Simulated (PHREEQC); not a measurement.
Synthetic water in mg/kgw, 25 °C, pH 6.25, pe 8.7: Na 2760; K 438; Ca 1280; Mg 268; Cl 7430; S(6) as SO4 559; Alkalinity as HCO3 0.366; F 5.7; N(5) as NO3 83.3; Zn 1.75.

Valence states are taken as typed.

Model: ion-association model, phreeqc.dat, run in PHREEQC.

**Question.** The ionic strength comes out as 0.260 mol/kgw. What activity coefficients do HCO3-, K+, ZnCl+, SO4-2, Mg+2 get?

**Answer.** HCO3- 0.73, K+ 0.69, ZnCl+ 0.70, SO4-2 0.27, Mg+2 0.32.

This is a speciation only: nothing precipitates in the calculation. Examples of supersaturated solids here: Fluorite. Others may be too.
